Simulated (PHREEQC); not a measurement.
**Metal-bearing waste water**

Solution (25 °C): 0.0034 mol MnSO4, 0.29 mol CuCl2, 9.4e-05 mol NaF and 0.00011 mol Na2SO4 per kg of water. Closed to the air; pH follows from the charge balance.

Equilibrium calculation in PHREEQC: ion-association model, phreeqc.dat.

No solid was allowed to form.

Problem. Estimate the pH, ionic strength.

Solution. pH 4.10; ionic strength 0.724 mol/kgw.

Problem. In which forms is Cu present?

Solution. Cu+2 75 %, CuCl+ 23 %, CuCl2 2.0 %, CuSO4 0.7 % of the Cu.

Ionic strength above about 0.7 mol/kgw puts this run outside the model's range. Species that the database lacks are ignored.
